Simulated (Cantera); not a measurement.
A diamond (100) surface in a fixed gas of H2 with x(CH4) = 0.0098, x(H) = 0.017, x(CH3) = 2.9e-05, at 1100 K; coverages are run to steady state.

Computed with Cantera and the Harris–Goodwin 1993 mechanism for the reconstructed diamond (100) surface.

One state of this run: growth (µm/h) = 0.194; θ c6HH = 0.511; θ c6H* = 0.0279; θ c6*H = 0.442; θ c6** = 0.0185; θ c6HM = 0.000433. θ: site fractions in the mechanism's names (c6HH fully hydrogenated, c6H* and c6*H radical sites, c6** diradical, c6HM methylated).

Problem. Which value of P (Pa) does it belong to?
A. 1200
B. 7500
C. 2200
D. 25000

Solution. A, 1200
